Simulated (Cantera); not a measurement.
# Equilibrium for sublimation and decomposition of ceramics: Si₃N₄ + Si + H₂

Input: 1 mol Si₃N₄, 0.097 mol Si, 3.3 mol H₂, at 2500 K and 8.90e-5 bar.

Cantera equilibrium calculation (NASA polynomials, part measured and part estimated; ideal gas, pure solids and liquids). Candidate condensed phases: Si, Si₃N₄; 18 gas species. The tables' values for SiN are old estimates; treat these amounts as uncertain. Rates play no part.

```
Property                              Value
--------------------------------  ---------
x(H)                                  0.511
x(Si)                                 0.274
x(N₂)                                 0.177
x(H₂)                                0.0368
x(SiH)                             0.000131
x(SiN)                             0.000110
x(Si₂)                              3.76e-5
x(N)                                1.30e-5
gas amount                        11.28 mol
log10 activity of Si(l) (absent)      -2.29
```
